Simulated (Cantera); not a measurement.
A freely propagating, adiabatic, planar premixed flame of CH3OH : O2 : N2 = 1 : 1.15 : 4.34 (molar parts), unburnt at 500 K and 1350 Torr; multicomponent+Soret transport, grid criteria slope 0.08 and curve 0.16, no radiation.

Computed with Cantera and GRI-Mech 3.0 (53 species, 325 reactions). GRI-Mech 3.0 was tuned for natural gas; its chemistry of methanol as a main component is partial and can be far from experiment. Burning velocities carry a grid error of a few per cent, more on coarse grids.

### Question
Predict: laminar burning velocity; thermal thickness; peak x(H2O2); peak x(C2H); peak x(HO2).

### Answer
laminar burning velocity: 102 cm/s
thermal thickness: 0.147 mm
peak x(H2O2): 0.00168
peak x(C2H): <1e-8
peak x(HO2): 0.00310
